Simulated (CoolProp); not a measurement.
The numbers come from the reference Helmholtz-energy equation of state, Thol 2019 in CoolProp.

Question: Give the vapour pressure (MPa), surface tension (mN/m), vapour viscosity (µPa s) of saturated n-hexane at 93.95 °C.

Answer: 
```csv
T (°C),p (MPa),surface tension (mN/m),vapour viscosity (µPa s)
93.95,0.210,10.9,7.65
```

Viscosity comes from a separate model (Michailidou 2013). Surface tension comes from a separate correlation (Mulero 2012).
